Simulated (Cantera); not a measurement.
Transport properties of process gases

Gas mixture: H2O : O2 : CO2 = 0.97 : 0.86 : 0.46 (molar parts), at 5.00 bar, frozen composition.

Cantera's kinetic-theory transport with the Lennard-Jones parameters of GRI-Mech 3.0, ideal gas; thermal conductivity in the multicomponent form. Polar gases are described roughly by these parameters.

```tsv
T (K)	ρ (kg/m³)	cp (J/kg/K)	μ (µPa s)	λ (mW/m/K)	Pr	D (cm²/s) CO2	D (cm²/s) C2H2	D (cm²/s) H
400	4.28	1198	19.7	34.5	0.684	0.0558	0.0549	0.420
500	3.43	1248	24.0	44.0	0.679	0.0848	0.0830	0.630
600	2.86	1297	28.0	53.7	0.677	0.119	0.116	0.872
700	2.45	1342	31.8	63.3	0.676	0.157	0.152	1.14
800	2.14	1383	35.5	72.8	0.675	0.199	0.193	1.44
900	1.90	1421	39.0	82.2	0.675	0.245	0.237	1.77
1000	1.71	1457	42.4	91.6	0.674	0.295	0.284	2.12
1100	1.56	1489	45.7	101	0.674	0.348	0.335	2.49
1200	1.43	1519	48.8	110	0.674	0.405	0.388	2.89
```
D: mixture-averaged diffusion coefficient of that species in the mixture.
